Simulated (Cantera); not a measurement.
A perfectly stirred reactor is fed with CH4 : O2 : N2 = 1 : 2.5 : 9.4 (molar parts), at 870000 Pa; it is adiabatic with a 748 K inlet, and is followed from long to short residence time, starting on the burning branch (τ in s: 0.05, 0.029, 0.017, 0.01, 0.0059, 0.0034, 0.002, 0.0012, 0.00068, 0.0004, 0.00023, 0.00014, 7.9e-05).

Model: GRI-Mech 3.0 (53 species, 325 reactions), integrated in Cantera.

**Question.** What does this change do: 0.43 parts H2 added?

**Answer.** 
```tsv
quantity	before	after
blow-out, bracketed by the residence times tried	burning at 79.0 µs, the shortest tried	burning at 79.0 µs, the shortest tried
x(CH4) at τ = 50.0 ms	7.48e-7	4.72e-7
x(O2) at τ = 50.0 ms	0.0367	0.0207
x(NO) at τ = 50.0 ms	0.00422	0.00529
x(CO2) at τ = 50.0 ms	0.0755	0.0713
x(H2O2) at τ = 50.0 ms	4.01e-7	4.71e-7
x(CH4) at τ = 2.00 ms	1.59e-5	1.04e-5
x(O2) at τ = 2.00 ms	0.0389	0.0230
x(NO) at τ = 2.00 ms	0.000631	0.00151
x(CO2) at τ = 2.00 ms	0.0746	0.0704
x(H2O2) at τ = 2.00 ms	4.43e-7	5.16e-7
```
